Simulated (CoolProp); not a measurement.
A Linde-Hampson liquefier for nitrogen: isothermal reversible compression at 300 K from 1 atm to 10 MPa, throttling to 1 atm, return gas leaving the recuperator 0 K below the feed. Each further row changes one setting.

Computed with CoolProp (reference Helmholtz-energy equation of state, Span 2000).

```csv
case,liquid yield per pass,compression work (kJ/kg of gas)
as stated,___,408
high pressure 20 MPa,___,___
warm-end temperature 330 K,0.033,___
warm-end gap 5 K,0.033,408
```

**Question.** Some entries are withheld; supply them.

**Answer.** 
- as stated, liquid yield per pass: 0.044
- high pressure 20 MPa, liquid yield per pass: 0.074
- high pressure 20 MPa, compression work (kJ/kg of gas): 472
- warm-end temperature 330 K, compression work (kJ/kg of gas): 451
